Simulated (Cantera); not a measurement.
Feed: 1 mol Fe, 1.5 mol CO₂, 70 mol H₂, equilibrated at 0.150 bar.

These are equilibrium values from Cantera (NASA tables, ideal gas, pure condensed phases), not measurements of a reactor. Candidate condensed phases: C, C₆H₆, C₇H₈, C₈H₁₈, Fe, Fe(CO)₅, FeO, Fe(OH)₂, Fe(OH)₃, Fe₂O₃, Fe₃O₄, H₂O; 114 gas species. Kinetics and transport are ignored.

Task: Which condensed phases are stable at each of these points (T (K)): 1350, 1400, 1450, 1500, 1550, 1600, 1650, 1700, 1750?

Result: 
| T (K) | condensed phases | Fe condensed (%) |
|---|---|---|
| 1350 | Fe(γ) | 100.0 |
| 1400 | Fe(γ) | 100.0 |
| 1450 | Fe(γ) | 100.0 |
| 1500 | Fe(γ) | 100.0 |
| 1550 | Fe(γ) | 100.0 |
| 1600 | Fe(γ) | 99.9 |
| 1650 | Fe(γ) | 99.9 |
| 1700 | Fe(δ) | 99.7 |
| 1750 | Fe(δ) | 99.3 |

From 1350 K to 1650 K the condensed part is Fe(γ). From 1700 K to 1750 K the condensed part is Fe(δ).
